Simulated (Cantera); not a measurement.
What does this Cantera script print?

```python
import numpy as np
import cantera as ct

gas_names = """
    CL CLO CL2 Fe FeCL FeCL2 FeCL3 FeO Fe2CL4 Fe2CL6 O O2 O3
""".split()
cond_names = """
    Fe(a) Fe(c) Fe(d) Fe(L) FeCL2(s) FeCL2(L) FeCL3(s) FeCL3(L) FeO(s) FeO(L) Fe2O3(s) Fe3O4(s)
""".split()


# ... load() reads the species with a 1 bar reference pressure and builds the phases ...
atoms = {
    'Fe3O4': {'Fe': 3, 'O': 4},
    'Cl2': {'CL': 2},
}
top_T = {'Fe2O3(s)': 1830, 'Fe3O4(s)': 1870}  # K; cautious upper limits of use, not melting points


# ... equilibrate(T, P, feed) seeds the gas with the atoms and calls Mixture.equilibrate('TP', solver="vcs", rtol=1e-11, max_steps=5000) ...
results = []
feed = {'Fe3O4': 1, 'Cl2': 0.4}  # mol
P = 10000  # Pa
for T in [873, 973, 1073, 1173, 1273, 1373, 1473, 1573, 1673]:
    mix = equilibrate(T, P, feed)
    results.append((T, P, feed, dict(zip(mix.species_names, mix.species_moles))))

top = {s: max(r[3][s] / sum(r[3][g] for g in gas_names) for r in results) for s in gas_names}
cols = sorted((s for s in top if top[s] > 1e-06), key=lambda s: -top[s])[:8]
seen = [c for c in cond_names if any(r[3].get(c, 0) > 1e-12 for r in results)]
print("log10 of partial pressures in bar; condensed amounts in mol")
print(f"{'T/K':>10s}" + "".join(f"{s[:9]:>10s}" for s in cols + seen))
for T, P, feed, n in results:
    ng = sum(n[g] for g in gas_names)
    print(f"{T:10.4g}" + "".join(f"{np.log10(max(n[s] / ng * P / 1e5, 1e-99)):10.3f}" for s in cols)
          + "".join(f"{n.get(c, 0):10.4g}" for c in seen))
```

Output:

```
log10 of partial pressures in bar; condensed amounts in mol
       T/K     FeCL2     FeCL3    Fe2CL6        O2        CL    Fe2CL4       CL2       CLO  FeCL2(s)  FeCL2(L)  Fe2O3(s)  Fe3O4(s)
       873    -2.994    -1.318    -1.300    -9.446    -5.966    -3.842    -3.224   -11.725    0.1999         0     1.333         0
       973    -1.900    -1.159    -1.827    -9.470    -5.458    -2.536    -3.734   -11.367         0    0.1759     1.333         0
      1073    -1.373    -1.305    -2.798    -8.792    -4.956    -2.197    -3.975   -10.639         0         0     1.284   0.03671
      1173    -1.260    -1.381    -3.507    -6.827    -4.170    -2.560    -3.438    -8.965         0         0     1.323   0.00784
      1273    -1.217    -1.438    -4.083    -4.951    -3.446    -2.969    -2.866    -7.385         0         0     1.333         0
      1373    -1.184    -1.537    -4.672    -3.479    -2.875    -3.322    -2.473    -6.148         0         0     1.333         0
      1473    -1.144    -1.741    -5.413    -2.573    -2.510    -3.603    -2.392    -5.390         0         0     1.315  0.008306
      1573    -1.297    -2.101    -6.421    -1.522    -2.185    -4.223    -2.310    -4.594         0         0    0.3032    0.6874
      1673    -1.294    -2.494    -7.455    -1.443    -2.111    -4.493    -2.663    -4.528         0         0         0    0.8832
```

Cantera equilibrium calculation (NASA polynomials, part measured and part estimated; ideal gas, pure solids and liquids). Mutual solubility and eutectic melting of coexisting phases are not modelled. Condensed phases not in the tables: FeOCl.
